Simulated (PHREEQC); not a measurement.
Model water analysis in mg/L, 25 °C, pH 8.34, pe 10.5:

```json
[
 {"constituent": "Na", "mg/L": "2460"},
 {"constituent": "K", "mg/L": "32"},
 {"constituent": "Ca", "mg/L": "356"},
 {"constituent": "Mg", "mg/L": "180"},
 {"constituent": "Cl", "mg/L": "4970"},
 {"constituent": "S(6) as SO4", "mg/L": "19.3"},
 {"constituent": "Alkalinity as HCO3", "mg/L": "7.73"},
 {"constituent": "Br", "mg/L": "1.93"},
 {"constituent": "F", "mg/L": "5.7"}
]
```

Valence states are taken as typed.

The numbers come from PHREEQC with the ion-association model, phreeqc.dat.

No solid was allowed to form.

Q: Predict the specific conductance.

A: specific conductance 14300 µS/cm.

Q: In which forms is F present?

A: F- 83 %, MgF+ 14 %, NaF 2.7 % of the F.

The solution is supersaturated, for example in Fluorite, so a real one may precipitate; this is no full list.
